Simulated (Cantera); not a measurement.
**Transport properties of process gases**

Gas mixture: 65.6 % CH4, 34.4 % CO2, at 4.93 atm, frozen composition.

Cantera's kinetic-theory transport with the Lennard-Jones parameters of GRI-Mech 3.0, ideal gas; thermal conductivity in the multicomponent form. The composition is frozen, though it would react at the higher temperatures.

```tsv
T (K)	ρ (kg/m³)	cp (J/kg/K)	μ (µPa s)	λ (mW/m/K)	Pr	D (cm²/s) OH	D (cm²/s) CO2	D (cm²/s) H2
400	3.86	1590	17.2	40.2	0.679	0.100	0.0595	0.236
600	2.57	1983	23.7	69.0	0.681	0.201	0.123	0.469
800	1.93	2326	29.3	100	0.680	0.328	0.203	0.760
1000	1.54	2611	34.2	132	0.678	0.477	0.297	1.10
1200	1.29	2837	38.7	163	0.676	0.647	0.404	1.49
1400	1.10	3018	43.0	192	0.674	0.837	0.524	1.93
1600	0.964	3164	46.9	221	0.673	1.04	0.655	2.40
```
D: mixture-averaged diffusion coefficient of that species in the mixture.
